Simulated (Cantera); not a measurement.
Charge: 1 mol FeCl3, 0.38 mol H2O, 2.9 mol N2, equilibrated at 20.0 mbar.

Cantera equilibrium calculation (NASA polynomials, part measured and part estimated; ideal gas, pure solids and liquids). Candidate condensed phases: Fe, FeCl2, FeCl3, FeO, Fe(OH)2, Fe(OH)3, Fe2O3, Fe3O4, H2O, NH4Cl; 37 gas species. Condensed phases not in the tables: FeOCl. The numbers say what is thermodynamically allowed, not how fast it happens.

x: gas mole fraction; n: condensed amount in mol.

```tsv
T (°C)	x N2	x FeCl2	x HCl	x FeCl3	x Fe2Cl6	x Cl	x O2	x Cl2	n FeCl2(s)	n Fe2O3(s)
427	0.706	7.73e-5	0.185	0.0374	0.0705	1.88e-7	1.42e-11	0.00163	0.0130	0.127
527	0.677	0.00264	0.177	0.111	0.0304	2.51e-6	2.04e-10	0.00144	0	0.127
627	0.658	0.0112	0.172	0.147	0.00531	3.97e-5	6.24e-8	0.00575	0	0.126
727	0.649	[?]	0.170	0.137	[?]	[?]	[?]	[?]	0	0.126
827	0.639	[?]	0.167	[?]	[?]	[?]	[?]	[?]	0	0.125
927	0.625	0.0914	0.163	0.0747	1.48e-5	0.00628	0.00364	0.0353	0	0.114
1027	0.604	0.139	0.156	0.0416	1.66e-6	0.0141	0.0182	0.0260	0	0.0665
1127	0.584	0.182	0.148	0.0169	1.15e-7	0.0208	0.0347	0.0107	0	0.00731
1227	0.577	0.192	0.146	0.00733	1.04e-8	0.0331	0.0362	0.00642	0	0
1327	0.572	0.194	0.143	0.00310	9.85e-10	0.0450	0.0353	0.00336	0	0
1427	0.569	0.195	0.138	0.00131	1.01e-10	0.0540	0.0339	0.00158	0	0
```

Problem. Fill in the missing entries.

Solution. 
- 727, x FeCl2: 0.0287
- 727, x Fe2Cl6: 0.000734
- 727, x Cl: 0.000329
- 727, x O2: 5.86e-6
- 727, x Cl2: 0.0144
- 827, x FeCl2: 0.0559
- 827, x FeCl3: 0.109
- 827, x Fe2Cl6: 0.000106
- 827, x Cl: 0.00175
- 827, x O2: 0.000226
- 827, x Cl2: 0.0268
